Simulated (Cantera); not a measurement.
Charge: 1 mol Al2O3, 5.2 mol H2, equilibrated at 1675 K and 1.60 mbar.

These are equilibrium values from Cantera (NASA tables, ideal gas, pure condensed phases), not measurements of a reactor. Candidate condensed phases: Al, Al2O3, H2O; 19 gas species. Kinetics and transport are ignored.

Base state: H2 0.997, H 0.00290, H2O 3.07e-5, Al 1.81e-5 (mole fractions); condensed: Al2O3(s).

Task: What changes in the equilibrium state with this change: temperature from 1675 K to 973 K?

Result: 
| species | before | after |
|---|---|---|
| H2 | 0.997 | 1.00 |
| H | 0.00290 | 2.70e-8 |
| H2O | 3.07e-5 | <1e-9 |
| Al | 1.81e-5 | <1e-9 |
| Al2O3(s), mol | 1.000 | 1.00 |

Task: What changes in the equilibrium state with this change: temperature from 1675 K to 1425 K?

Result: 
```tsv
species	before	after
H2	0.997	1.000
H	0.00290	0.000171
H2O	3.07e-5	6.14e-7
Al	1.81e-5	3.68e-7
Al2O3(s), mol	1.000	1.000
```
